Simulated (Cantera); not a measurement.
An isothermal, constant-pressure homogeneous reactor starts with C2H6 : H2 = 1 : 4.3 (molar parts), at 1898 K and 100.0 Torr.

Model: GRI-Mech 3.0 (53 species, 325 reactions), integrated in Cantera. GRI-Mech 3.0 stops at C3 and has no aromatics, soot or wall deposition, so with more carbon than oxygen in the feed, carbon stays in small species such as C2H2 where larger ones or solid carbon would form.

x: mole fraction; the columns are a selection and need not sum to one.

```csv
t (s),x C2H6,x H2,x CH3,x C2H4,x H,x CH2
4.00e-6,0.138,0.787,0.0338,0.00890,0.00312,5.02e-5
2.20e-5,0.00695,0.725,0.0429,0.0406,0.00842,9.61e-5
0.000121,0.000402,0.754,0.0106,0.0144,0.00264,1.82e-5
0.000663,[?],0.774,[?],[?],0.00142,[?]
0.00364,4.28e-5,0.809,0.00297,0.00104,0.00153,4.50e-6
0.0200,4.05e-6,0.846,0.000952,0.000259,0.00181,2.06e-6
0.110,1.47e-7,0.859,0.000183,0.000192,0.00198,4.92e-7
0.603,1.91e-8,0.860,5.64e-5,0.000191,0.00200,1.58e-7
3.31,1.74e-8,0.860,5.28e-5,0.000191,0.00200,1.49e-7
18.2,1.74e-8,0.860,5.28e-5,0.000191,0.00200,1.49e-7
100,1.74e-8,0.860,5.28e-5,0.000191,0.00200,1.49e-7
```

Problem. What belongs in the gaps?

Solution. 
- 0.000663, x C2H6: 0.000113
- 0.000663, x CH3: 0.00475
- 0.000663, x C2H4: 0.00302
- 0.000663, x CH2: 6.20e-6
